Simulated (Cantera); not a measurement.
What does this Cantera script print?

```python
import numpy as np
import cantera as ct

gas_names = """
    C CH CH2 CH3 CH2OH CH3O CH4 CH3OH CO CO2 COOH C2 C2H CHCO,ketyl C2H2,acetylene C2H2,vinylidene
    CH2CO,ketene C2H3,vinyl CH3CO,acetyl C2H4 C2H4O,ethylen CH3CHO,ethanal CH3COOH (HCOOH)2 C2H5 C2H6
    CH3OCH3 C2H5OH C2O C3 C3H3,propargyl C3H4,allene C3H4,propyne C3H4,cyclo- C3H5,allyl C3H6,propylene
    C3H6,cyclo- C3H6O C3H7,n-propyl C3H7,i-propyl C3H8 C3H8O,1propanol C3H8O,2propanol C3O2 C4 C4H2
    C4H4,1,3-cyclo- C4H6,butadiene C4H6,2-butyne C4H6,cyclo- C4H8,1-butene C4H8,cis2-buten
    C4H8,tr2-butene C4H8,isobutene C4H8,cyclo- (CH3COOH)2 C4H9,n-butyl C4H9,i-butyl C4H9,s-butyl
    C4H9,t-butyl C4H10,isobutane C4H10,n-butane C5 C5H6,1,3cyclo- C5H8,cyclo- C5H10,1-pentene
    C5H10,cyclo- C5H11,pentyl C5H11,t-pentyl C5H12,n-pentane C5H12,i-pentane CH3C(CH3)2CH3 C6H2
    C6H5,phenyl C6H5O,phenoxy C6H6 C6H5OH,phenol C6H10,cyclo- C6H12,1-hexene C6H12,cyclo- C6H13,n-hexyl
    C7H7,benzyl C7H8 C7H8O,cresol C7H14,1-heptene C7H15,n-heptyl C7H16,n-heptane C8H8,styrene
    C8H10,ethylbenz C8H16,1-octene C8H17,n-octyl C8H18,isooctane C8H18,n-octane C9H19,n-nonyl
    C10H8,naphthale C10H21,n-decyl C12H9,o-bipheny C12H10,bipheny H HCO HO2 H2 HCHO,formaldehy HCOOH H2O
    H2O2 Mg MgH MgO MgOH MgO2H2 Mg2 O OH O2 O3
""".split()
cond_names = """
    C(gr) C6H6(L) C7H8(L) C8H18(L),n-octa H2O(s) H2O(L) Mg(cr) Mg(L) MgCO3(s) MgO(s) MgO(L) MgO2H2(s)
""".split()


def load(file, names, dense=False):
    # The tables refer to 1 bar. Condensed volumes are neglected.
    table = {s.name: s for s in ct.Species.list_from_file(file)}
    out = []
    for n in names:
        d = dict(table[n].input_data)
        d["thermo"] = dict(d["thermo"], **{"reference-pressure": 1e5})
        if dense:
            d["equation-of-state"] = {"model": "constant-volume", "density": "1e6 g/cm^3"}
        out.append(ct.Species.from_dict(d))
    return out


gas = ct.Solution(thermo="ideal-gas", species=load("nasa_gas.yaml", gas_names))
cond = {s.name: ct.Solution(thermo="fixed-stoichiometry", species=[s], name=s.name)
        for s in load("nasa_condensed.yaml", cond_names, dense=True)}
atoms = {
    'MgCO3': {'Mg': 1, 'C': 1, 'O': 3},
    'CO2': {'C': 1, 'O': 2},
    'H2': {'H': 2},
}
top_T = {'C(gr)': 4500}  # K; cautious upper limits of use, not melting points


def equilibrate(T, P, feed):
    n = {}
    for name, mol in feed.items():
        for a, k in atoms[name].items():
            n[a] = n.get(a, 0.0) + k * mol
    gas.TPX = T, P, n
    mass = sum(n.values()) * gas.mean_molecular_weight
    gas.equilibrate("TP")
    valid = [c for c in cond.values() if c.min_temp <= T <= top_T.get(c.name, c.max_temp)]
    mix = ct.Mixture([(gas, mass / gas.mean_molecular_weight)] + [(c, 0.0) for c in valid])
    mix.T, mix.P = T, P
    mix.equilibrate("TP", solver="vcs", rtol=1e-11, max_steps=5000)
    return mix


results = []
feed = {'MgCO3': 1, 'CO2': 0.18, 'H2': 0.014}  # mol
T = 1800  # K
for P in [10, 36, 130, 460, 1700, 6000, 22000, 77000, 280000, 1000000]:
    mix = equilibrate(T, P, feed)
    results.append((T, P, feed, dict(zip(mix.species_names, mix.species_moles))))

top = {s: max(r[3][s] / sum(r[3][g] for g in gas_names) for r in results) for s in gas_names}
cols = sorted((s for s in top if top[s] > 0.0001), key=lambda s: -top[s])[:9]
seen = [c for c in cond_names if any(r[3].get(c, 0) > 1e-12 for r in results)]
print("log10 of partial pressures in bar; condensed amounts in mol")
print(f"{'P/Pa':>10s}" + "".join(f"{s[:9]:>10s}" for s in cols + seen))
for T, P, feed, n in results:
    ng = sum(n[g] for g in gas_names)
    print(f"{P:10.4g}" + "".join(f"{np.log10(max(n[s] / ng * P / 1e5, 1e-99)):10.3f}" for s in cols)
          + "".join(f"{n.get(c, 0):10.4g}" for c in seen))
```

Result:

```
log10 of partial pressures in bar; condensed amounts in mol
      P/Pa       CO2        CO        O2       H2O         O        OH         H        H2        Mg    MgO(s)
        10    -4.067    -5.045    -5.417    -6.002    -6.623    -6.847    -7.227    -7.562    -7.763    0.9998
        36    -3.489    -4.651    -5.050    -5.418    -6.440    -6.463    -7.027    -7.161    -7.946         1
       130    -2.918    -4.255    -4.700    -4.843    -6.265    -6.089    -6.827    -6.762    -8.122         1
       460    -2.360    -3.858    -4.377    -4.285    -6.103    -5.728    -6.628    -6.365    -8.283         1
      1700    -1.787    -3.435    -4.077    -3.710    -5.953    -5.366    -6.416    -5.940    -8.433         1
      6000    -1.235    -3.003    -3.839    -3.159    -5.834    -5.031    -6.200    -5.508    -8.552         1
   2.2e+04    -0.669    -2.522    -3.668    -2.592    -5.749    -4.705    -5.959    -5.027    -8.637         1
   7.7e+04    -0.124    -2.020    -3.581    -2.047    -5.705    -4.411    -5.709    -4.525    -8.681         1
   2.8e+05     0.437    -1.477    -3.546    -1.486    -5.688    -4.121    -5.437    -3.982    -8.699         1
     1e+06     0.990    -0.930    -3.534    -0.933    -5.682    -3.842    -5.163    -3.434    -8.704         1
```

Method: chemical equilibrium by Gibbs-energy minimisation in Cantera with the NASA 1993 tables (ideal gas, pure condensed phases).
